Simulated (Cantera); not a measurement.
Cantera run:

```python
import numpy as np
import cantera as ct

gas_names = [...]  # 113 gases of nasa_gas.yaml made of C, H, O, Pb
cond_names = """
    C(gr) C6H6(L) C7H8(L) C8H18(L),n-octa H2O(s) H2O(L) Pb(cr) Pb(L) PbO(rd) PbO(yw) PbO(L) PbO2(s)
    Pb3O4(s)
""".split()


# ... load() reads the species with a 1 bar reference pressure and builds the phases ...
atoms = {
    'PbO': {'Pb': 1, 'O': 1},
    'H2': {'H': 2},
    'CO': {'C': 1, 'O': 1},
}
top_T = {'C(gr)': 4500, 'Pb3O4(s)': 820}  # K; cautious upper limits of use, not melting points


# ... equilibrate(T, P, feed) seeds the gas with the atoms and calls Mixture.equilibrate('TP', solver="vcs", rtol=1e-11, max_steps=5000) ...
results = []
feed = {'PbO': 1, 'H2': 0.08, 'CO': 0.16}  # mol
T = 1373  # K
P = 1600  # Pa
mix = equilibrate(T, P, feed)
results.append((T, P, feed, dict(zip(mix.species_names, mix.species_moles))))
x = sorted(zip(gas.X, gas.species_names), reverse=True)
print(f"T = {T:g} K  P = {P:g} Pa  gas = {mix.phase_moles(0):.4g} mol")
print("   x: " + "  ".join(f"{s} {v:.3e}" for v, s in x if v > 0.001))
print("   condensed (mol): " + ("  ".join(f"{mix.phase(i).name} {mix.phase_moles(i):.4g}"
      for i in range(1, mix.n_phases) if mix.phase_moles(i) > 1e-12) or "none"))
```

Result:

```
T = 1373 K  P = 1600 Pa  gas = 0.4744 mol
   x: Pb 4.009e-01  CO2 3.368e-01  H2O 1.685e-01  PbO 9.305e-02
   condensed (mol): Pb(L) 0.04948  PbO(L) 0.7161
```

These are equilibrium values from Cantera (NASA tables, ideal gas, pure condensed phases), not measurements of a reactor. Each liquid is taken as pure. Mutual solubility and eutectic melting of coexisting phases are not modelled. Gases not in the tables: (PbO)n polymers.
